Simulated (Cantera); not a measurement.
Fe₂O₃ + H₂ (hydrogen reduction and annealing atmospheres)

Charge: 1 mol Fe₂O₃, 690 mol H₂.

These are equilibrium values from Cantera (NASA tables, ideal gas, pure condensed phases), not measurements of a reactor. Candidate condensed phases: Fe, FeO, Fe(OH)₂, Fe(OH)₃, Fe₂O₃, Fe₃O₄, H₂O; 12 gas species. Rates play no part.

Stable condensed phases:

```
T in °C \ P in Pa
              10      32     100     320    1000    3200   10000   32000  100000  320000 1000000
   1927        A       A       A       A       A       A       A       A       B       B       B
   1827        A       A       A       A       A       A       A       A       B       B       B
   1727        A       A       A       A       A       A       A       B       B       B       B
   1627        A       A       A       A       A       A       B       B       B       B       B
   1527        A       A       A       A       A       B       B       B       B       B       B
   1427        A       A       A       B       B       B       B       B       B       B       B
   1327        A       A       B       B       B       B       B       B       B       B       B
   1227        B       B       B       B       B       B       B       B       B       B       B
   1127        B       B       B       B       B       B       B       B       B       B       B
   1027        B       B       B       B       B       B       B       B       B       B       B
    927        B       B       B       B       B       B       B       B       B       B       B
    827        B       B       B       B       B       B       B       B       B       B       B
    727        B       B       B       B       B       B       B       B       B       B       B
```

A: gas only; B: Fe.
